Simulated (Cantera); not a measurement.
An isothermal, constant-pressure homogeneous reactor starts with 1.23 % C2H6, 98.8 % H2, at 1125 K and 0.593 Torr.

Detailed kinetics in Cantera: GRI-Mech 3.0 (53 species, 325 reactions). GRI-Mech 3.0 stops at C3 and has no aromatics, soot or wall deposition, so with more carbon than oxygen in the feed, carbon stays in small species such as C2H2 where larger ones or solid carbon would form. Radical loss at walls, strong at low pressure, is not modelled.

Question: Predict: x(C2H6) at 60.0 s; x(H2) at 60.0 s; x(H) at 60.0 s; x(C2H4) at 60.0 s; x(C2H2) at 60.0 s.

Answer: 
| Property | Value |
|---|---|
| x(C2H6) at 60.0 s | 2.19e-6 (gas-phase equilibrium 6.27e-8) |
| x(H2) at 60.0 s | 0.984 (gas-phase equilibrium 0.982) |
| x(H) at 60.0 s | 3.13e-6 (gas-phase equilibrium 1.58e-6) |
| x(C2H4) at 60.0 s | 0.00677 (gas-phase equilibrium 0.000204) |
| x(C2H2) at 60.0 s | 0.00133 (gas-phase equilibrium 0.00627) |
